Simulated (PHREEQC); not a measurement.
A column of 0.2 m (30 cells, dispersivity 0.01 m, 60 s a shift, diffusion coefficient 3e-10 m²/s) holds 0.0008 eq of the database's cation exchanger X per kg of pore water, first in equilibrium with 1.5 mmol/kgw ZnCl2, 65 mmol/kgw NaCl, 2.4 mmol/kgw ZnSO4 and 0.01 mmol/kgw HCl. It is flushed with 0.42 mmol/kgw ZnSO4 and 0.01 mmol/kgw HCl, at 25 °C. Values are for the last cell. CO2 from the air is kept out. Nothing may precipitate in this run.

Base run: PHREEQC, ion-association model, phreeqc.dat. Each further column changes one thing. The table gives Na in solution (mol/kgw).

```json
[
 {"pore volumes": "0", "base": "0.0650", "exchange capacity from 0.0008 to 0.0004 eq/kgw": "0.0650", "dispersivity from 0.01 to 0.02 m": "0.0650"},
 {"pore volumes": "0.6833", "base": "0.0559", "exchange capacity from 0.0008 to 0.0004 eq/kgw": "0.0558", "dispersivity from 0.01 to 0.02 m": "0.0492"},
 {"pore volumes": "1.35", "base": "0.00882", "exchange capacity from 0.0008 to 0.0004 eq/kgw": "0.00869", "dispersivity from 0.01 to 0.02 m": "0.0119"},
 {"pore volumes": "2.017", "base": "0.000530", "exchange capacity from 0.0008 to 0.0004 eq/kgw": "0.000504", "dispersivity from 0.01 to 0.02 m": "?"},
 {"pore volumes": "2.683", "base": "2.36e-5", "exchange capacity from 0.0008 to 0.0004 eq/kgw": "?", "dispersivity from 0.01 to 0.02 m": "0.000314"},
 {"pore volumes": "3.35", "base": "9.40e-7", "exchange capacity from 0.0008 to 0.0004 eq/kgw": "8.28e-7", "dispersivity from 0.01 to 0.02 m": "?"},
 {"pore volumes": "4.017", "base": "3.56e-8", "exchange capacity from 0.0008 to 0.0004 eq/kgw": "3.03e-8", "dispersivity from 0.01 to 0.02 m": "7.25e-6"}
]
```

### Question
Some entries are withheld; supply them.

### Answer

- 2.017, dispersivity from 0.01 to 0.02 m: 0.00201
- 2.683, exchange capacity from 0.0008 to 0.0004 eq/kgw: 2.16e-5
- 3.35, dispersivity from 0.01 to 0.02 m: 4.79e-5
